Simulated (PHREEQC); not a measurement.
# City or well water: speciation

A made-up water analysis in mg/L, 75 °C, pH 6.77, pe 2.6:

| constituent | mg/L |
|---|---|
| Na | 12.7 |
| K | 0.0187 |
| Ca | 6.67 |
| Mg | 2.5 |
| Cl | 17.1 |
| S(6) as SO4 | 2.43 |
| Alkalinity as HCO3 | 32.6 |
| Fe(2) | 0.0858 |
| N(-3) as NH4 | 0.0782 |
| Ba | 0.0363 |

Valence states are taken as typed.

Equilibrium calculation in PHREEQC: ion-association model, phreeqc.dat.

No solid was allowed to form.

Problem. Estimate the specific conductance, charge-balance error.

Solution. specific conductance 278 µS/cm; charge-balance error 1.5 %.

Problem. In which forms is C present?

Solution. HCO3- 74 %, CO2 25 % of the C.

Species that the database lacks are ignored. Away from 25 °C the constants follow the database's enthalpies or fits; those with neither stay at their 25 °C values.
